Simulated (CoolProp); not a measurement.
Properties of carbon dioxide along the isobar 0.0592 MPa (Tc = 31.0 °C, pc = 7.377 MPa, ω = 0.224).

Values from CoolProp's reference Helmholtz-energy equation of state, Span 1996.

```tsv
T (°C)	phase	Prandtl number	fugacity coefficient
11.15	gas	0.764	0.9966
19.25	gas	0.762	0.9969
27.35	gas	0.761	0.9971
35.35	gas	0.759	0.9974
43.45	gas	0.758	0.9976
51.55	gas	0.757	0.9978
59.55	gas	0.756	0.9980
67.65	gas	0.755	0.9981
75.75	gas	0.754	0.9983
83.85	gas	0.753	0.9984
91.85	gas	0.752	0.9985
99.95	gas	0.751	0.9986
108.05	gas	0.750	0.9987
116.05	gas	0.749	0.9988
124.15	gas	0.748	0.9989
```

Viscosity comes from a separate model (Laesecke 2017). Thermal conductivity comes from a separate model (Huber 2016).
